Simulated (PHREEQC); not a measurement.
Solution (85 °C): 1.3 mmol/kgw HF and 0.068 mmol/kgw NH4HF2. Closed to the air; pH follows from the charge balance.

The numbers come from PHREEQC with the ion-association model, wateq4f.dat.

Each row changes one thing in this solution. Precipitation was switched off in this run.

| case | pH | ionic strength (mol/kgw) | HF (mol/kgw) | F- (mol/kgw) | HF2- (mol/kgw) | H2F2 (mol/kgw) |
|---|---|---|---|---|---|---|
| as made | 3.39 | 0.000487 | 0.000947 | 0.000485 | 1.94e-6 | 2.15e-7 |
| NH4HF2 left out | ___ | 0.000431 | 0.000867 | 0.000429 | 1.57e-6 | 1.81e-7 |
| NH4HF2 replaced by Pb(BF4)2 at the same molality | 3.35 | 0.000660 | 0.00125 | 0.000588 | 3.09e-6 | 3.72e-7 |
| 1.8e-05 mol/kgw H2SO4 added | 3.37 | 0.000521 | 0.000961 | ___ | ___ | 2.22e-7 |
| temperature from 85 to 80 °C | 3.37 | 0.000506 | 0.000927 | ___ | 2.00e-6 | 2.56e-7 |
| diluted 2-fold with water | 3.57 | 0.000311 | 0.000406 | 0.000311 | 5.32e-7 | 3.97e-8 |
| 0.00019 mol/kgw Na2SO4 added | 3.41 | 0.00102 | 0.000931 | 0.000500 | 1.96e-6 | 2.08e-7 |
| temperature from 85 to 40 °C | 3.23 | ___ | 0.000759 | 0.000671 | 2.14e-6 | 8.60e-7 |
| HF left out | 4.36 | 0.000112 | 2.38e-5 | 0.000112 | 1.13e-8 | 1.36e-10 |

Task: Some entries are withheld; supply them.

Result: 
- NH4HF2 left out, pH: 3.38
- 1.8e-05 mol/kgw H2SO4 added, F- (mol/kgw): 0.000471
- 1.8e-05 mol/kgw H2SO4 added, HF2- (mol/kgw): 1.91e-6
- temperature from 85 to 80 °C, F- (mol/kgw): 0.000504
- temperature from 85 to 40 °C, ionic strength (mol/kgw): 0.000674

Away from 25 °C the constants follow the database's enthalpies or fits; those with neither stay at their 25 °C values.
